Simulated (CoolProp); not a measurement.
A single-stage vapour-compression cycle with n-pentane: evaporating at 290.15 K (dew point), condensing at 321.15 K (bubble point), superheat 5 K, subcooling 8 K, compressor efficiency 0.9, no pressure losses. Each further row changes one setting.

Computed with CoolProp (reference Helmholtz-energy equation of state, Thol 2019).

| case | cooling COP | pressure ratio | discharge temperature (K) | refrigerating effect (kJ/kg) | volumetric capacity (kJ/m³) |
|---|---|---|---|---|---|
| as stated | 7.94 | 2.98 | 321.8 | 327 | 496 |
| evaporating temperature 295.15 K | 9.82 | 2.45 | 322.2 | 335 | 609 |
| condensing temperature 316.15 K | 9.67 | 2.54 | 317.8 | 339 | 514 |
| subcooling 13 K | 8.23 | 2.98 | 321.8 | 339 | 514 |
| superheat 15 K | 8.06 | 2.98 | 331.8 | 344 | 503 |
| compressor efficiency 0.8 | 7.06 | 2.98 | 324.6 | 327 | 496 |
